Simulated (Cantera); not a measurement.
# Reactions in the system Ca-Cl-F-N

Source: NASA polynomial tables (part measured, part estimated), evaluated in Cantera. Values are per mole of reaction as written; species without (g) are pure solids or liquids, kept so even where they would boil at 1 bar.

3 CaF₂ + 6 Cl(g) + 2 N(g) → 3 CaCl₂ + 2 NF₃(g)

```json
[
 {"T (K)": "300", "ΔH° (kJ)": "-646.4", "ΔS° (J/K)": "-668.3", "ΔG° (kJ)": "-445.9", "log10 K": "77.63", "condensed phases": "CaF₂(s), CaCl₂(s)"},
 {"T (K)": "2373", "ΔH° (kJ)": "-700.0", "ΔS° (J/K)": "-703.7", "ΔG° (kJ)": "969.8", "log10 K": "-21.35", "condensed phases": "CaF₂(l), CaCl₂(l)"},
 {"T (K)": "2448", "ΔH° (kJ)": "-698.9", "ΔS° (J/K)": "-703.2", "ΔG° (kJ)": "1022.6", "log10 K": "-21.82", "condensed phases": "CaF₂(l), CaCl₂(l)"},
 {"T (K)": "2523", "ΔH° (kJ)": "-697.8", "ΔS° (J/K)": "-702.8", "ΔG° (kJ)": "1075.3", "log10 K": "-22.26", "condensed phases": "CaF₂(l), CaCl₂(l)"},
 {"T (K)": "2598", "ΔH° (kJ)": "-696.7", "ΔS° (J/K)": "-702.3", "ΔG° (kJ)": "1128.0", "log10 K": "-22.68", "condensed phases": "CaF₂(l), CaCl₂(l)"},
 {"T (K)": "2673", "ΔH° (kJ)": "-695.5", "ΔS° (J/K)": "-701.9", "ΔG° (kJ)": "1180.6", "log10 K": "-23.07", "condensed phases": "CaF₂(l), CaCl₂(l)"}
]
```
